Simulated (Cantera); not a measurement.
A closed system holds: 1 mol N2O, 1.7 mol H2, 5.3 mol O2, equilibrated at 1273.15 K and 6080 Torr.

Cantera equilibrium calculation (NASA polynomials, part measured and part estimated; ideal gas, pure solids and liquids). Candidate condensed phases: H2O; 24 gas species. Rates play no part.

Q: What is the equilibrium state?

A: 
- x(O2) = 0.647
- x(H2O) = 0.222
- x(N2) = 0.131
- x(NO) = 0.000237
- x(NO2) = 1.44e-5
- x(OH) = 8.94e-6
- gas amount = 7.650 mol
